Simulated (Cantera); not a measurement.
A perfectly stirred reactor is fed with H2 : O2 = 0.027 : 1 (molar parts), at 3.53 Torr; it is held at 975 K, and followed from long to short residence time.

Model: GRI-Mech 3.0 (53 species, 325 reactions), integrated in Cantera. Radical loss at walls, strong at low pressure, is not modelled.

### Question
Predict: x(H2) at τ = 0.530 s; x(O2) at τ = 0.530 s; x(H) at τ = 0.530 s; x(H2O2) at τ = 0.530 s; x(OH) at τ = 0.530 s; x(H2) at τ = 29.0 ms; x(O2) at τ = 29.0 ms; x(H) at τ = 29.0 ms; x(H2O2) at τ = 29.0 ms; x(OH) at τ = 29.0 ms.

### Answer
```
Property                  Result
----------------------  --------
x(H2) at τ = 0.530 s    0.000659
x(O2) at τ = 0.530 s       0.968
x(H) at τ = 0.530 s      0.00100
x(H2O2) at τ = 0.530 s   2.77e-8
x(OH) at τ = 0.530 s    0.000632
x(H2) at τ = 29.0 ms     0.00434
x(O2) at τ = 29.0 ms       0.961
x(H) at τ = 29.0 ms      0.00481
x(H2O2) at τ = 29.0 ms   5.74e-8
x(OH) at τ = 29.0 ms     0.00153
```
